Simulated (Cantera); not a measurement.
What does this Cantera script print?

```python
import numpy as np
import cantera as ct

gas_names = [...]  # 114 gases of nasa_gas.yaml made of C, Fe, H, O
cond_names = """
    C(gr) C6H6(L) C7H8(L) C8H18(L),n-octa Fe(a) Fe(c) Fe(d) Fe(L) FeC5O5(L) FeO(s) FeO(L) Fe(OH)2(s)
    Fe(OH)3(s) Fe2O3(s) Fe3O4(s) H2O(s) H2O(L)
""".split()


# ... load() reads the species with a 1 bar reference pressure and builds the phases ...
atoms = {
    'Fe2O3': {'Fe': 2, 'O': 3},
    'CH4': {'C': 1, 'H': 4},
    'CO': {'C': 1, 'O': 1},
}
top_T = {'C(gr)': 4500, 'Fe2O3(s)': 1830, 'Fe3O4(s)': 1870}  # K; cautious upper limits of use, not melting points


# ... equilibrate(T, P, feed) seeds the gas with the atoms and calls Mixture.equilibrate('TP', solver="vcs", rtol=1e-11, max_steps=5000) ...
results = []
T = 1548  # K
P = 950000  # Pa
for m in [0.39, 0.67, 0.96, 1.2, 1.5, 1.8, 2.1, 2.4, 2.7, 2.9]:
    feed = {'Fe2O3': 1, 'CH4': m, 'CO': 0.1}  # mol
    mix = equilibrate(T, P, feed)
    results.append((T, P, feed, dict(zip(mix.species_names, mix.species_moles))))
    x = sorted(zip(gas.X, gas.species_names), reverse=True)
    print(f"T = {T:g} K  P = {P:g} Pa  n(CH4) = {m:g} mol  gas = {mix.phase_moles(0):.4g} mol")
    print("   x: " + "  ".join(f"{s} {v:.3e}" for v, s in x if v > 0.001))
    print("   condensed (mol): " + ("  ".join(f"{mix.phase(i).name} {mix.phase_moles(i):.4g}"
          for i in range(1, mix.n_phases) if mix.phase_moles(i) > 1e-12) or "none"))
```

Output:

```
T = 1548 K  P = 950000 Pa  n(CH4) = 0.39 mol  gas = 1.27 mol
   x: H2O 3.539e-01  H2 2.603e-01  CO 2.594e-01  CO2 1.265e-01
   condensed (mol): FeO(s) 2
T = 1548 K  P = 950000 Pa  n(CH4) = 0.67 mol  gas = 2.11 mol
   x: H2 4.416e-01  CO 3.154e-01  H2O 1.934e-01  CO2 4.953e-02
   condensed (mol): Fe(c) 0.1825  FeO(s) 1.817
T = 1548 K  P = 950000 Pa  n(CH4) = 0.96 mol  gas = 2.98 mol
   x: H2 4.480e-01  CO 3.074e-01  H2O 1.962e-01  CO2 4.828e-02
   condensed (mol): Fe(c) 0.6885  FeO(s) 1.311
T = 1548 K  P = 950000 Pa  n(CH4) = 1.2 mol  gas = 3.7 mol
   x: H2 4.511e-01  CO 3.036e-01  H2O 1.975e-01  CO2 4.769e-02
   condensed (mol): Fe(c) 1.107  FeO(s) 0.8928
T = 1548 K  P = 950000 Pa  n(CH4) = 1.5 mol  gas = 4.6 mol
   x: H2 4.535e-01  CO 3.006e-01  H2O 1.986e-01  CO2 4.721e-02
   condensed (mol): Fe(c) 1.631  FeO(s) 0.3693
T = 1548 K  P = 950000 Pa  n(CH4) = 1.8 mol  gas = 5.5 mol
   x: H2 4.770e-01  CO 3.048e-01  H2O 1.775e-01  CO2 4.068e-02
   condensed (mol): Fe(c) 2
T = 1548 K  P = 950000 Pa  n(CH4) = 2.1 mol  gas = 6.399 mol
   x: H2 5.400e-01  CO 3.191e-01  H2O 1.161e-01  CO2 2.461e-02
   condensed (mol): Fe(c) 2
T = 1548 K  P = 950000 Pa  n(CH4) = 2.4 mol  gas = 7.297 mol
   x: H2 5.887e-01  CO 3.286e-01  H2O 6.870e-02  CO2 1.375e-02
   condensed (mol): Fe(c) 2
T = 1548 K  P = 950000 Pa  n(CH4) = 2.7 mol  gas = 8.19 mol
   x: H2 6.269e-01  CO 3.353e-01  H2O 3.124e-02  CO2 5.992e-03
   condensed (mol): Fe(c) 2
T = 1548 K  P = 950000 Pa  n(CH4) = 2.9 mol  gas = 8.767 mol
   x: H2 6.466e-01  CO 3.382e-01  H2O 1.117e-02  CO2 2.096e-03  CH4 1.861e-03
   condensed (mol): Fe(c) 2
```

These are equilibrium values from Cantera (NASA tables, ideal gas, pure condensed phases), not measurements of a reactor. Mutual solubility and eutectic melting of coexisting phases are not modelled. The tables' stoichiometric FeO is somewhat more stable than real wüstite, so its field is too wide. FeO: taken at fixed stoichiometry.
